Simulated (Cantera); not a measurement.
Input (Python, Cantera):

```python
import numpy as np
import cantera as ct

gas = ct.Solution("gri30.yaml")


def delay(T, t_max=10):
    gas.TPX = T, 190000, {'H2': 1, 'O2': 1, 'N2': 4.6}
    reactor = ct.IdealGasConstPressureReactor(gas, clone=False)
    net = ct.ReactorNet([reactor])
    net.rtol, net.atol = 1e-8, 1e-16
    while net.time < t_max:
        t_old, T_old = net.time, reactor.T
        net.step()
        if reactor.T > T + 400:  # ignition: a rise of 400 K
            return t_old + (T + 400 - T_old) / (reactor.T - T_old) * (net.time - t_old)
    return np.nan


taus = []
for T in [1300, 1350, 1400, 1450, 1500, 1550, 1600]:
    taus.append(delay(T))
    print(f"T0 = {T:6g} K   tau = {taus[-1]:.4e} s")
```

Output:

```
T0 =   1300 K   tau = 2.0738e-05 s
T0 =   1350 K   tau = 1.7553e-05 s
T0 =   1400 K   tau = 1.5390e-05 s
T0 =   1450 K   tau = 1.3918e-05 s
T0 =   1500 K   tau = 1.2940e-05 s
T0 =   1550 K   tau = 1.2331e-05 s
T0 =   1600 K   tau = 1.2007e-05 s
```

Detailed kinetics in Cantera: GRI-Mech 3.0 (53 species, 325 reactions). Where the delays flatten at high temperature, the 400 K rule measures the pace of heat release, not the induction time.
